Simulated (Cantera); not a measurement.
A freely propagating, adiabatic, planar premixed flame of CH₄ : H₂ : O₂ : N₂ : H₂O = 1 : 0.031 : 1.83 : 6.89 : 0.36 (molar parts), unburnt at 700 K and 1.00 bar; mixture-averaged transport, grid criteria slope 0.08 and curve 0.16, no radiation.

Computed with Cantera and GRI-Mech 3.0 (53 species, 325 reactions). Burning velocities carry a grid error of a few per cent, more on coarse grids.

**Question.** What does this change do: 0.64 parts CO2 added?

**Answer.** 
| quantity | before | after |
|---|---|---|
| laminar burning velocity | 164 cm/s | 116 cm/s |
| thermal thickness | 0.325 mm | 0.408 mm |
| peak x(OH) | 0.0105 | 0.00822 |
| peak x(HO₂) | 0.000173 | 0.000142 |

**Question.** What does this change do: 0.56 parts CO2 added?

**Answer.** 
```csv
quantity,before,after
laminar burning velocity,164 cm/s,121 cm/s
thermal thickness,0.325 mm,0.397 mm
peak x(OH),0.0105,0.00848
peak x(HO₂),0.000173,0.000146
```
